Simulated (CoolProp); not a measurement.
Properties of sulfur dioxide along the isobar 0.101 MPa.

Values from CoolProp's reference Helmholtz-energy equation of state, Gao 2016.

```
T (K)  phase  density (kg/m³)  cp (kJ/(kg K))  Joule-Thomson coefficient (K/MPa)  fugacity coefficient
-----  -----  ---------------  --------------  ---------------------------------  --------------------
269.7    gas            2.960          0.6481                              53.80                0.9756
301.6    gas            2.623          0.6499                              36.92                0.9841
333.5    gas            2.360          0.6583                              26.45                0.9891
365.5    gas            2.146          0.6704                              19.79                0.9921
397.4    gas            1.970          0.6841                              15.45                0.9941
429.3    gas            1.821          0.6985                              12.48                0.9955
461.2    gas            1.693          0.7127                              10.35                0.9965
493.1    gas            1.583          0.7265                              8.767                0.9973
525      gas            1.486          0.7395                              7.537                0.9978
```
